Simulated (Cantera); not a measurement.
Feed: 1 mol FeCl3, a varied amount of H2, 0.1 mol N2, 0.29 mol HCl, equilibrated at 1173 K and 13300 Pa.

Cantera equilibrium calculation (NASA polynomials, part measured and part estimated; ideal gas, pure solids and liquids). Candidate condensed phases: Fe, FeCl2, FeCl3, NH4Cl; 18 gas species. Equilibrium is a limit: real reactors are often held back by kinetics, nucleation or transport.

Problem. At 2.5 mol H2, list the 5 most abundant gas species with their mole fractions, and the condensed phases.

Solution. HCl 0.424, H2 0.393, FeCl2 0.158, N2 0.0228, Fe2Cl4 0.00303. Condensed: Fe(α).
